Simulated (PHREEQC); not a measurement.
1 kg of water holding 0.095 mol/kgw NaCl meets 20 L of dry gas (O2 1 by moles) at fixed total pressure, at 100 °C; fugacities by Peng-Robinson. The gases take part in no redox reaction, some water evaporates into the gas, and hydrates or a liquid gas phase aren't modelled. Precipitation was switched off in this run.

Equilibrium calculation in PHREEQC: ion-association model, phreeqc.dat.

| P (atm) | dissolved O2 (mol/kgw) | φ of O2 |
|---|---|---|
| 2 | 0.000751 | 1.002 |
| 5 | 0.00298 | 0.999 |
| 10 | 0.00665 | 0.998 |
| 20 | 0.0138 | 0.995 |
| 30 | 0.0208 | 0.992 |
| 40 | 0.0276 | 0.990 |
| 50 | 0.0342 | 0.987 |
| 75 | 0.0500 | 0.982 |
| 100 | 0.0649 | 0.978 |
| 150 | 0.0919 | 0.973 |
| 200 | 0.116 | 0.970 |
| 300 | 0.157 | 0.974 |
| 400 | 0.191 | 0.987 |

Complexes and solids missing from the database can't appear. Constants without temperature data keep their 25 °C values here.
